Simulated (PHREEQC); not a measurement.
Make-up at 35 °C: 0.31 mol FeSO4 per kg of water. Closed to the air; pH follows from the charge balance.

Equilibrium calculation in PHREEQC: ion-association model, wateq4f.dat.

This is a speciation only: nothing precipitates in the calculation.

Problem. Predict the pH, ionic strength.

Solution. pH 5.70; ionic strength 0.567 mol/kgw.

Problem. In which forms is S present?

Solution. FeSO4 54 %, SO4-2 46 % of the S.

Complexes and solids missing from the database can't appear.
